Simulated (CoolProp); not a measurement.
The fluid at 293.15 K and 0.054 MPa flows at 0.051 m/s in a round tube of 6 mm bore and 15 µm roughness, fully developed (64/Re and Nu = 3.66 if laminar; Colebrook and Gnielinski if turbulent). The same conditions are run with several fluids, on thermodynamics alone (safety and materials aside).

Model: reference Helmholtz-energy equation of state of each fluid (R245fa: Akasaka 2015; R125: Lemmon 2005; oxygen: Schmidt 1985; R407C: Lemmon 2003; C2F6 (R116): Lemmon 2006), in CoolProp. Blends and air are pseudo-pure fits.

### Question
Rank R245fa, R125, oxygen, R407C, C2F6 (R116) by Reynolds number, highest first.

### Answer
R245fa (79.9), C2F6 (R116) (67.8), R125 (64.4), R407C (49.0), oxygen (10.7)

| fluid | Darcy friction factor | pressure drop (Pa/m) | heat-transfer coefficient (W/(m² K)) | mass flow (kg/h) |
|---|---|---|---|---|
| R245fa | 0.801 | 0.526 | 9.31 | 0.0157 |
| R125 | 0.994 | 0.578 | 8.31 | 0.0139 |
| oxygen | 5.98 | 0.919 | 15.8 | 0.00368 |
| R407C | 1.31 | 0.546 | 7.82 | 0.0100 |
| C2F6 (R116) | 0.945 | 0.630 | 8.78 | 0.0160 |

Transport values come from each fluid's own correlations; those of R245fa, C2F6 (R116) are estimates that may be off by 10 % or more.
